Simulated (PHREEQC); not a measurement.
## Buffer

Make-up at 80 °C: 0.02 mol NH4Cl, 0.12 mol KOH, 0.002 mol NaCl and 0.0037 mol Na2CO3 per kg of water. Closed to the air; pH follows from the charge balance.

Model: ion-association model, wateq4f.dat, run in PHREEQC.

| Property | Result |
|---|---|
| pH | 11.47 |
| ionic strength | 0.131 mol/kgw |
| total alkalinity | 127 meq/kg |

```tsv
species	molality	activity	log γ
K+	0.120	0.0864	-0.143
OH-	0.100	0.0717	-0.145
Cl-	0.0220	0.0158	-0.143
NH3	0.0200	0.0200	0.000
Na+	0.00818	0.00608	-0.129
CO3-2	0.00244	0.000775	-0.497
```

Precipitation was switched off in this run. Species that the database lacks are ignored. At this temperature some constants are extrapolated from 25 °C, and those without enthalpy data are left unchanged.
